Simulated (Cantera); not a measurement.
An adiabatic, constant-volume homogeneous reactor starts with CH4 : H2 : O2 : N2 = 1 : 1 : 1.47 : 5.53 (molar parts), at 1400 K and 10.0 bar. Integrator tolerance rtol = 1e-08.

Cantera simulation using GRI-Mech 3.0 (53 species, 325 reactions); the numbers are that mechanism's predictions, not measurements. Above 3000 K some thermodynamic fits are extrapolated.

Problem. What does this change do: pressure from 10.0 bar to 1.01 bar?

Solution. 
```
quantity                                                              before                                      after
---------------------------------  -----------------------------------------  -----------------------------------------
time of steepest temperature rise                                    41.7 µs                                   0.268 ms
temperature at 0.500 s                                                2999 K                                     2857 K
equilibrium temperature                                               2999 K                                     2857 K
x(CH4) at 0.500 s                  3.05e-10 (gas-phase equilibrium 3.45e-10)  4.18e-12 (gas-phase equilibrium 4.82e-12)
x(H2) at 0.500 s                         0.126 (gas-phase equilibrium 0.126)        0.123 (gas-phase equilibrium 0.123)
x(O2) at 0.500 s                   0.000177 (gas-phase equilibrium 0.000177)  0.000627 (gas-phase equilibrium 0.000627)
x(NO2) at 0.500 s                    9.51e-8 (gas-phase equilibrium 9.51e-8)    9.70e-8 (gas-phase equilibrium 9.70e-8)
x(CO2) at 0.500 s                      0.0167 (gas-phase equilibrium 0.0167)      0.0167 (gas-phase equilibrium 0.0167)
x(HCO) at 0.500 s                    1.80e-6 (gas-phase equilibrium 1.80e-6)    4.05e-7 (gas-phase equilibrium 4.05e-7)
x(CH2) at 0.500 s                  8.01e-11 (gas-phase equilibrium 8.70e-11)  4.86e-12 (gas-phase equilibrium 5.14e-12)
```

Problem. What does this change do: initial temperature 1400 to 1375 K?

Solution. 
| quantity | before | after |
|---|---|---|
| time of steepest temperature rise | 41.7 µs | 48.8 µs |
| temperature at 0.500 s | 2999 K | 2985 K |
| equilibrium temperature | 2999 K | 2985 K |
| x(CH4) at 0.500 s | 3.05e-10 (gas-phase equilibrium 3.45e-10) | 3.26e-10 (gas-phase equilibrium 3.68e-10) |
| x(H2) at 0.500 s | 0.126 (gas-phase equilibrium 0.126) | 0.126 (gas-phase equilibrium 0.126) |
| x(O2) at 0.500 s | 0.000177 (gas-phase equilibrium 0.000177) | 0.000159 (gas-phase equilibrium 0.000159) |
| x(NO2) at 0.500 s | 9.51e-8 (gas-phase equilibrium 9.51e-8) | 8.53e-8 (gas-phase equilibrium 8.53e-8) |
| x(CO2) at 0.500 s | 0.0167 (gas-phase equilibrium 0.0167) | 0.0168 (gas-phase equilibrium 0.0168) |
| x(HCO) at 0.500 s | 1.80e-6 (gas-phase equilibrium 1.80e-6) | 1.75e-6 (gas-phase equilibrium 1.75e-6) |
| x(CH2) at 0.500 s | 8.01e-11 (gas-phase equilibrium 8.70e-11) | 7.71e-11 (gas-phase equilibrium 8.38e-11) |
